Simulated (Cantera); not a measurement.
A closed system holds: 1 mol FeS, 0.64 mol H₂S, 0.13 mol H₂O, at 852 °C and 8.60 bar.

Cantera equilibrium calculation (NASA polynomials, part measured and part estimated; ideal gas, pure solids and liquids). Candidate condensed phases: Fe, FeO, Fe(OH)₂, Fe(OH)₃, FeS, FeSO₄, FeS₂, Fe₂O₃, Fe₂(SO₄)₃, Fe₃O₄, H₂O, H₂SO₄, S; 22 gas species. FeS: taken at fixed stoichiometry. Gases not in the tables: S₃ to S₇. Equilibrium is a limit: real reactors are often held back by kinetics, nucleation or transport.

Base state: H₂S 0.769, H₂O 0.165, H₂ 0.0437, S₂ 0.0217, SH 6.84e-5, SO₂ 3.92e-5, S₂O 3.36e-5 (mole fractions); condensed: FeS(s).

### Question
What changes in the equilibrium state with this change: temperature from 852 °C to 575 °C?

### Answer
```json
[
 {"species": "H₂S", "before": "0.769", "after": "0.805"},
 {"species": "H₂O", "before": "0.165", "after": "0.169"},
 {"species": "H₂", "before": "0.0437", "after": "0.0259"},
 {"species": "S₂", "before": "0.0217", "after": "0.000128"},
 {"species": "S₂O", "before": "3.36e-5", "after": "3.82e-8"},
 {"species": "SO₂", "before": "3.92e-5", "after": "8.50e-8"},
 {"species": "SH", "before": "6.84e-5", "after": "2.99e-7"},
 {"species": "FeS(s), mol", "before": "1.00", "after": "0.980"},
 {"species": "FeS₂(s), mol", "before": "0", "after": "0.0197"}
]
```

### Question
What changes in the equilibrium state with this change: FeS replaced by FeS₂?

### Answer
| species | before | after |
|---|---|---|
| H₂S | 0.769 | 0.504 |
| S₂ | 0.0217 | 0.389 |
| H₂O | 0.165 | 0.0954 |
| H₂ | 0.0437 | 0.00675 |
| S₈ | 1.19e-9 | 0.000123 |
| S₂O | 3.36e-5 | 0.00225 |
| SO₂ | 3.92e-5 | 0.00232 |
| FeS(s), mol | 1.00 | 1.00 |

### Question
What changes in the equilibrium state with this change: H₂S from 0.64 to 0.059 mol?

### Answer
```
species       before     after
-----------  -------  --------
H₂O            0.165     0.677
H₂S            0.769     0.287
H₂            0.0437    0.0243
S₂            0.0217   0.00980
SO₂          3.92e-5   0.00143
S₂O          3.36e-5  0.000112
SH           6.84e-5   3.42e-5
FeS(s), mol     1.00      1.00
```
